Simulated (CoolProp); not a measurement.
R1132(E) at several states: density (kg/m³) from the reference equation and from simpler models built on Tc = 348.8 K, pc = 5.174 MPa, ω = 0.245; each cubic takes its own stable root.

Values from CoolProp's reference Helmholtz-energy equation of state, Akasaka 2024.

```csv
T (K),p (MPa),phase,reference,van der Waals,Redlich-Kwong,Soave-Redlich-Kwong,Peng-Robinson
343.9,6.5,liquid,725.3,477.1,585.3,592.5,659.5
366.4,4.26,gas,127.1,124.3,127.3,125.3,130.0
277.5,0.438,gas,13.04,12.73,12.90,12.96,13.02
277.2,0.121,gas,3.423,3.403,3.414,3.418,3.422
363,1.36,gas,31.50,31.21,31.50,31.44,31.76
398.3,6.5,supercritical,185.6,197.2,191.1,180.0,188.4
```
